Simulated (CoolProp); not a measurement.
Vapour-liquid equilibrium of R152A (1) + n-pentane (2) at 0.736 MPa; x and y are mole fractions of (1).

Values from CoolProp's multi-fluid Helmholtz-energy mixture model, Outcalt 1996 and Thol 2019; pair parameters Bell 2016.

Question: Give the bubble temperature and the first vapour's composition at x = 0.05, 0.425, 0.65. Is there an azeotrope?

Answer: x = 0.05: 364.5 K, y = 0.327; x = 0.425: 317.7 K, y = 0.841; x = 0.65: 312.1 K, y = 0.887. No azeotrope shows between x = 0.05 and 0.95.

The pair parameters rest on a limited set of measurements; away from them the model extrapolates. With so large a gap from Raoult's law the liquid may split in two, which this calculation doesn't test in full.
